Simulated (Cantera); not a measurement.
A perfectly stirred reactor is fed with CH4 : H2O : H2 = 1 : 0.33 : 0.16 (molar parts), at 7500 Torr; it is held at 1375 K, and followed from long to short residence time.

Computed with Cantera and GRI-Mech 3.0 (53 species, 325 reactions). GRI-Mech 3.0 stops at C3 and has no aromatics, soot or wall deposition, so with more carbon than oxygen in the feed, carbon stays in small species such as C2H2 where larger ones or solid carbon would form.

```json
[
 {"quantity": "x(CH4) at τ = 1.10 s", "before": "0.546", "after": "0.668"},
 {"quantity": "x(H2O) at τ = 1.10 s", "before": "0.208", "after": "0.0496"},
 {"quantity": "x(H2) at τ = 1.10 s", "before": "0.202", "after": "0.233"},
 {"quantity": "x(HO2) at τ = 1.10 s", "before": "<1e-12", "after": "<1e-12"},
 {"quantity": "x(CO2) at τ = 1.10 s", "before": "0.000118", "after": "6.70e-6"},
 {"quantity": "x(CH4) at τ = 48.0 ms", "before": "0.659", "after": "0.802"},
 {"quantity": "x(H2O) at τ = 48.0 ms", "before": "0.220", "after": "0.0528"},
 {"quantity": "x(H2) at τ = 48.0 ms", "before": "0.116", "after": "0.140"},
 {"quantity": "x(HO2) at τ = 48.0 ms", "before": "<1e-12", "after": "<1e-12"},
 {"quantity": "x(CO2) at τ = 48.0 ms", "before": "5.80e-8", "after": "2.76e-9"}
]
```

Name the change that produced these shifts.
A. temperature 1375 to 1250 K
B. pressure from 7500 Torr to 100.0 Torr
C. H2O 0.33 to 0.065 parts
D. temperature 1375 to 1950 K

C, H2O 0.33 to 0.065 parts
